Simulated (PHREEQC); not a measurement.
Make-up at 25 °C: 0.149 mol/kgw CdSO4, 0.00015 mol/kgw H3BO3 and 0.1 mol/kgw H2SO4. Closed to the air; pH follows from the charge balance.

Equilibrium calculation in PHREEQC: ion-association model, phreeqc.dat.

This is a speciation only: nothing precipitates in the calculation.

Q: Order these Cd species by the share of Cd that they hold, largest first: Cd+2, Cd(SO4)2-2, CdSO4.

A: Cd+2 (48 %), CdSO4 (37 %), Cd(SO4)2-2 (16 %)

The pH is 1.12 and the ionic strength 0.378 mol/kgw. Species that the database lacks are ignored.
